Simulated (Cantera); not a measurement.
A closed system holds: 1 mol CH3F, 0.043 mol H2, at 10.0 mbar.

Cantera equilibrium calculation (NASA polynomials, part measured and part estimated; ideal gas, pure solids and liquids). Candidate condensed phases: C, C6H6, C7H8, C8H18; 95 gas species. Rates play no part.

Problem. Which condensed phases are stable at each of these points (T (°C)): 2650, 2700, 2750, 2800, 2850, 2900, 2950?

Solution. 
```csv
T (°C),condensed phases,C condensed (%)
2650,C(graphite),81.1
2700,C(graphite),70.0
2750,C(graphite),50.8
2800,C(graphite),17.1
2850,gas only,0.0
2900,gas only,0.0
2950,gas only,0.0
```

From 2650 °C to 2800 °C the condensed part is C(graphite). From 2850 °C to 2950 °C nothing is condensed.
